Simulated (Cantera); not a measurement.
A closed system holds: 1 mol N₂O, 0.017 mol SO₂, held at 82.5 Torr.

Equilibrium computed with Cantera from the NASA thermochemical tables; the gas is ideal and each condensed phase is pure. Candidate condensed phases: S; 17 gas species. Equilibrium is a limit: real reactors are often held back by kinetics, nucleation or transport.

x: gas mole fraction; nothing condenses.

```json
[
 {"T (K)": "1300", "x N₂": "0.659", "x O₂": "0.329", "x O": "3.06e-7", "x NO": "0.000453", "x SO₂": "0.0110", "x SO": "[?]"},
 {"T (K)": "1400", "x N₂": "0.659", "x O₂": "0.329", "x O": "1.64e-6", "x NO": "0.000829", "x SO₂": "0.0111", "x SO": "[?]"},
 {"T (K)": "1500", "x N₂": "0.659", "x O₂": "0.329", "x O": "7.01e-6", "x NO": "0.00140", "x SO₂": "0.0111", "x SO": "[?]"},
 {"T (K)": "1600", "x N₂": "0.658", "x O₂": "0.328", "x O": "2.51e-5", "x NO": "0.00221", "x SO₂": "0.0112", "x SO": "[?]"},
 {"T (K)": "1700", "x N₂": "0.658", "x O₂": "0.328", "x O": "7.72e-5", "x NO": "0.00331", "x SO₂": "0.0112", "x SO": "[?]"},
 {"T (K)": "1800", "x N₂": "0.657", "x O₂": "0.327", "x O": "0.000210", "x NO": "0.00474", "x SO₂": "0.0112", "x SO": "[?]"},
 {"T (K)": "1900", "x N₂": "0.656", "x O₂": "0.326", "x O": "0.000514", "x NO": "0.00652", "x SO₂": "0.0112", "x SO": "[?]"},
 {"T (K)": "2000", "x N₂": "0.654", "x O₂": "0.324", "x O": "0.00115", "x NO": "0.00868", "x SO₂": "0.0112", "x SO": "[?]"},
 {"T (K)": "2100", "x N₂": "0.653", "x O₂": "0.322", "x O": "0.00238", "x NO": "0.0112", "x SO₂": "0.0112", "x SO": "[?]"},
 {"T (K)": "2200", "x N₂": "0.651", "x O₂": "0.319", "x O": "0.00461", "x NO": "0.0142", "x SO₂": "0.0111", "x SO": "[?]"},
 {"T (K)": "2300", "x N₂": "0.648", "x O₂": "0.315", "x O": "0.00841", "x NO": "0.0174", "x SO₂": "0.0111", "x SO": "[?]"},
 {"T (K)": "2400", "x N₂": "0.644", "x O₂": "0.309", "x O": "0.0145", "x NO": "0.0210", "x SO₂": "0.0109", "x SO": "[?]"},
 {"T (K)": "2500", "x N₂": "0.639", "x O₂": "0.301", "x O": "0.0240", "x NO": "0.0248", "x SO₂": "0.0107", "x SO": "[?]"},
 {"T (K)": "2600", "x N₂": "0.632", "x O₂": "0.290", "x O": "0.0378", "x NO": "0.0287", "x SO₂": "0.0104", "x SO": "[?]"}
]
```

Problem. Some entries are withheld; supply them.

Solution. 
- 1300, x SO: 4.87e-10
- 1400, x SO: 3.62e-9
- 1500, x SO: 2.05e-8
- 1600, x SO: 9.36e-8
- 1700, x SO: 3.56e-7
- 1800, x SO: 1.17e-6
- 1900, x SO: 3.38e-6
- 2000, x SO: 8.79e-6
- 2100, x SO: 2.09e-5
- 2200, x SO: 4.58e-5
- 2300, x SO: 9.38e-5
- 2400, x SO: 0.000180
- 2500, x SO: 0.000328
- 2600, x SO: 0.000567
